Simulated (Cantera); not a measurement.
A closed system holds: 1 mol SiHCl3, 120 mol N2, at 1000 Pa.

These are equilibrium values from Cantera (NASA tables, ideal gas, pure condensed phases), not measurements of a reactor. Candidate condensed phases: NH4Cl, Si, Si3N4; 28 gas species. N2 is the only nitrogen source here; it is nearly inert below about 1500 K, so the nitride shown seldom forms there in practice. Rates play no part.

Question: Which condensed phases are stable at each of these points (T (K)): 1000, 1075, 1150, 1225, 1300, 1375, 1450, 1525, 1600, 1675, 1750?

Answer: 
```tsv
T (K)	condensed phases	Si condensed (%)
1000	Si3N4(s)	48.5
1075	Si3N4(s)	48.6
1150	Si3N4(s)	48.1
1225	Si3N4(s)	46.1
1300	Si3N4(s)	39.1
1375	Si3N4(s)	23.3
1450	Si3N4(s)	5.8
1525	gas only	0.0
1600	gas only	0.0
1675	gas only	0.0
1750	gas only	0.0
```

From 1000 K to 1450 K the condensed part is Si3N4(s). From 1525 K to 1750 K nothing is condensed.
